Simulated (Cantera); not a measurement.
Input: 1 mol BCl₃, 9.3 mol H₂O, held at 1350 K and 30000 Pa.

Method: chemical equilibrium by Gibbs-energy minimisation in Cantera with the NASA 1993 tables (ideal gas, pure condensed phases). Candidate condensed phases: B, B₂O₃, B₃O₃H₃, H₂O; 33 gas species. Gases not in the tables: H₃BO₃. Kinetics and transport are ignored.

Question: What is the equilibrium state?

Answer: 
```json
{
 "x(H₂O)": "0.712",
 "x(HCl)": "0.277",
 "x(HBO₂)": "0.00845",
 "x((HBO₂)₃)": "0.00232",
 "x(Cl)": "0.000108",
 "x(H₂)": "8.58e-5",
 "x(Cl₂)": "9.68e-6",
 "x(O₂)": "9.56e-6",
 "x(OH)": "5.43e-6",
 "n(B₂O₃(l))": "0.417 mol",
 "gas_amount": "10.83 mol",
 "log10 activity of B(s) (absent)": "-14.10",
 "log10 activity of B₃O₃H₃(s) (absent)": "-27.07"
}
```
